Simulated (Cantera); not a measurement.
What does this Cantera script print?

```python
import numpy as np
import cantera as ct

gas_names = """
    CL CL2 H HCL H2 Si SiCL SiCL2 SiCL3 SiCL4 SiH SiHCL3 SiH2 SiH2CL2 SiH3 SiH3CL SiH4 Si2 Si3
""".split()
cond_names = """
    Si(cr) Si(L)
""".split()


def load(file, names, dense=False):
    # The tables refer to 1 bar. Condensed volumes are neglected.
    table = {s.name: s for s in ct.Species.list_from_file(file)}
    out = []
    for n in names:
        d = dict(table[n].input_data)
        d["thermo"] = dict(d["thermo"], **{"reference-pressure": 1e5})
        if dense:
            d["equation-of-state"] = {"model": "constant-volume", "density": "1e6 g/cm^3"}
        out.append(ct.Species.from_dict(d))
    return out


gas = ct.Solution(thermo="ideal-gas", species=load("nasa_gas.yaml", gas_names))
cond = {s.name: ct.Solution(thermo="fixed-stoichiometry", species=[s], name=s.name)
        for s in load("nasa_condensed.yaml", cond_names, dense=True)}
atoms = {
    'SiH4': {'Si': 1, 'H': 4},
    'HCl': {'H': 1, 'CL': 1},
    'H2': {'H': 2},
}
top_T = {}  # K; cautious upper limits of use, not melting points


def equilibrate(T, P, feed):
    n = {}
    for name, mol in feed.items():
        for a, k in atoms[name].items():
            n[a] = n.get(a, 0.0) + k * mol
    gas.TPX = T, P, n
    mass = sum(n.values()) * gas.mean_molecular_weight
    gas.equilibrate("TP")
    valid = [c for c in cond.values() if c.min_temp <= T <= top_T.get(c.name, c.max_temp)]
    mix = ct.Mixture([(gas, mass / gas.mean_molecular_weight)] + [(c, 0.0) for c in valid])
    mix.T, mix.P = T, P
    mix.equilibrate("TP", solver="vcs", rtol=1e-11, max_steps=5000)
    return mix


results = []
feed = {'SiH4': 1, 'HCl': 0.33, 'H2': 240}  # mol
P = 28000  # Pa
for T in [873, 1023, 1173, 1323, 1473, 1623, 1773]:
    mix = equilibrate(T, P, feed)
    results.append((T, P, feed, dict(zip(mix.species_names, mix.species_moles))))

top = {s: max(r[3][s] / sum(r[3][g] for g in gas_names) for r in results) for s in gas_names}
cols = sorted((s for s in top if top[s] > 1e-05), key=lambda s: -top[s])[:7]
seen = [c for c in cond_names if any(r[3].get(c, 0) > 1e-12 for r in results)]
print("log10 of partial pressures in bar; condensed amounts in mol")
print(f"{'T/K':>10s}" + "".join(f"{s[:9]:>10s}" for s in cols + seen))
for T, P, feed, n in results:
    ng = sum(n[g] for g in gas_names)
    print(f"{T:10.4g}" + "".join(f"{np.log10(max(n[s] / ng * P / 1e5, 1e-99)):10.3f}" for s in cols)
          + "".join(f"{n.get(c, 0):10.4g}" for c in seen))
```

Result:

```
log10 of partial pressures in bar; condensed amounts in mol
       T/K        H2       HCL         H    SiHCL3     SiCL4   SiH2CL2      SiH2    Si(cr)     Si(L)
       873    -0.553    -3.708   -10.607    -4.422    -4.908    -4.976   -12.417    0.9465         0
      1023    -0.553    -3.440    -8.660    -5.502    -6.316    -5.643   -10.298    0.9936         0
      1173    -0.553    -3.423    -7.205    -6.843    -8.080    -6.499    -8.720    0.9984         0
      1323    -0.553    -3.422    -6.076    -7.913    -9.487    -7.183    -7.501    0.9985         0
      1473    -0.553    -3.423    -5.175    -8.763   -10.605    -7.726    -6.532    0.9982         0
      1623    -0.553    -3.423    -4.437    -9.454   -11.514    -8.167    -5.743    0.9965         0
      1773    -0.554    -3.423    -3.823   -10.097   -12.337    -8.604    -5.161         0    0.9893
```

These are equilibrium values from Cantera (NASA tables, ideal gas, pure condensed phases), not measurements of a reactor. Gases not in the tables: Si2H6 and higher silanes.
